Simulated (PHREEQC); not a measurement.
Consider water at 74 °C with 0.1 mol/kgw HF, 0.0017 mol/kgw (CH3)4NF and 0.0012 mol/kgw H4SiO4. Closed to the air; pH follows from the charge balance.

All values are PHREEQC results (ion-association model, wateq4f.dat), not measurements.

**Question.** The ionic strength comes out as 0.00920 mol/kgw. What activity coefficients do SiF6-2, H+, F-, HF2- get?

**Answer.** SiF6-2 0.65, H+ 0.91, F- 0.89, HF2- 0.89.

This is a speciation only: nothing precipitates in the calculation. (CH3)4N+ isn't in the database: it is added as a free cation with an ion size of 4 Å. wateq4f.dat counts part of the HF as a dimer, H2F2, which phreeqc.dat doesn't know; its constant is uncertain. At this temperature some constants are extrapolated from 25 °C, and those without enthalpy data are left unchanged. SiF6-2 is the database's only silicon fluoride.
